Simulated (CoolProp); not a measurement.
Properties of R115 along the isobar 0.101 MPa.

The numbers come from the reference Helmholtz-energy equation of state, Lemmon 2016 in CoolProp.

```
T (°C)  phase  density (kg/m³)  cv (kJ/(kg K))  Joule-Thomson coefficient (K/MPa)  fugacity coefficient
------  -----  ---------------  --------------  ---------------------------------  --------------------
57.35     gas            5.753               …                              10.02                0.9870
78.55     gas            5.393               …                              8.481                0.9894
99.75     gas            5.077          0.7540                                  …                0.9912
120.95    gas            4.796          0.7770                              6.339                0.9927
142.15    gas            4.546          0.7985                              5.572                0.9939
163.25    gas            4.322          0.8184                              4.945                0.9949
184.45    gas            4.118          0.8369                              4.420                0.9957
205.65    gas            3.933          0.8541                                  …                0.9964
226.85    gas            3.764          0.8700                              3.599                0.9970
```

Q: What belongs in the gaps?

A: 
- 57.35, cv (kJ/(kg K)): 0.7036
- 78.55, cv (kJ/(kg K)): 0.7295
- 99.75, Joule-Thomson coefficient (K/MPa): 7.287
- 205.65, Joule-Thomson coefficient (K/MPa): 3.977
